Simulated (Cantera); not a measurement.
Feed: 1 mol Ca(OH)2, 9.8 mol H2O, at 1300 °C and 12.0 Torr.

Method: chemical equilibrium by Gibbs-energy minimisation in Cantera with the NASA 1993 tables (ideal gas, pure condensed phases). Candidate condensed phases: Ca, CaO, Ca(OH)2, H2O; 14 gas species. Kinetics and transport are ignored.

Base state: H2O 0.998, H2 0.00147, O2 0.000663, OH 0.000302, H 1.24e-5 (mole fractions); condensed: CaO(s).

Q: What changes in the equilibrium state with this change: pressure from 12.0 Torr to 5030 Torr?

A: 
```json
[
 {"species": "H2O", "before": "0.998", "after": "1.000"},
 {"species": "H2", "before": "0.00147", "after": "0.000197"},
 {"species": "O2", "before": "0.000663", "after": "8.86e-5"},
 {"species": "H", "before": "1.24e-5", "after": "2.21e-7"},
 {"species": "OH", "before": "0.000302", "after": "4.04e-5"},
 {"species": "CaO(s), mol", "before": "1.000", "after": "1.000"}
]
```
